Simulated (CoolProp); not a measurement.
Vapour-liquid equilibrium of R134a (1) + methanol (2) at 0.0146 MPa; x and y are mole fractions of (1).

Values from CoolProp's multi-fluid Helmholtz-energy mixture model, Tillner-Roth 1994 and de Reuck 1993; pair parameters Bell 2016.

```json
[
 {"x": "0.05", "bubble temperature (K)": "236.4", "y at the bubble point": "0.982", "dew temperature at overall composition x (K)": "294.3", "liquid density (mol/L)": "25.46"},
 {"x": "0.15", "bubble temperature (K)": "222.6", "y at the bubble point": "0.995", "dew temperature at overall composition x (K)": "(withheld)", "liquid density (mol/L)": "24.18"},
 {"x": "0.25", "bubble temperature (K)": "219.5", "y at the bubble point": "0.997", "dew temperature at overall composition x (K)": "290.0", "liquid density (mol/L)": "22.71"},
 {"x": "0.35", "bubble temperature (K)": "(withheld)", "y at the bubble point": "0.997", "dew temperature at overall composition x (K)": "287.4", "liquid density (mol/L)": "21.32"},
 {"x": "0.45", "bubble temperature (K)": "217.6", "y at the bubble point": "0.997", "dew temperature at overall composition x (K)": "284.5", "liquid density (mol/L)": "20.02"},
 {"x": "0.55", "bubble temperature (K)": "217.0", "y at the bubble point": "0.998", "dew temperature at overall composition x (K)": "281.1", "liquid density (mol/L)": "18.83"},
 {"x": "0.65", "bubble temperature (K)": "216.2", "y at the bubble point": "0.998", "dew temperature at overall composition x (K)": "276.9", "liquid density (mol/L)": "17.73"},
 {"x": "0.75", "bubble temperature (K)": "(withheld)", "y at the bubble point": "0.998", "dew temperature at overall composition x (K)": "271.6", "liquid density (mol/L)": "(withheld)"},
 {"x": "0.85", "bubble temperature (K)": "214.0", "y at the bubble point": "0.999", "dew temperature at overall composition x (K)": "263.9", "liquid density (mol/L)": "15.77"},
 {"x": "0.95", "bubble temperature (K)": "212.6", "y at the bubble point": "1.000", "dew temperature at overall composition x (K)": "248.8", "liquid density (mol/L)": "14.90"}
]
```

Task: What belongs in the gaps?

Result: 
- 0.15, dew temperature at overall composition x (K): 292.3
- 0.35, bubble temperature (K): 218.3
- 0.75, bubble temperature (K): 215.2
- 0.75, liquid density (mol/L): 16.71

No azeotrope shows between x = 0.05 and 0.95.

The pair parameters rest on a limited set of measurements; away from them the model extrapolates. With so large a gap from Raoult's law the liquid may split in two, which this calculation doesn't test in full.
